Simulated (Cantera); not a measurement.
# Reactions in the system Cl-H-Ti

Standard-state values (1 bar) from the NASA 1993 polynomials, evaluated with Cantera. Values are per mole of reaction as written; species without (g) are pure solids or liquids, kept so even where they would boil at 1 bar.

Cl(g) + TiCl3(g) = TiCl4

| T (K) | ΔH° (kJ) | ΔS° (J/K) | ΔG° (kJ) | log10 K |
|---|---|---|---|---|
| 498 | -377.0 | -206.0 | -274.4 | 28.78 |
| 508 | -376.6 | -205.2 | -272.4 | 28.01 |
| 518 | -376.2 | -204.3 | -270.3 | 27.26 |
| 528 | -375.7 | -203.5 | -268.3 | 26.54 |
| 538 | -375.3 | -202.7 | -266.2 | 25.85 |
| 548 | -374.9 | -202.0 | -264.2 | 25.18 |

Ti + 3 HCl(g) = TiCl3(g) + 3 H(g)

```tsv
T (K)	ΔH° (kJ)	ΔS° (J/K)	ΔG° (kJ)	log10 K
498	396.9	83.0	355.5	-37.29
508	397.2	83.6	354.7	-36.47
518	397.4	84.1	353.9	-35.68
528	397.7	84.7	353.0	-34.92
538	398.0	85.2	352.2	-34.19
548	398.3	85.8	351.3	-33.49
```
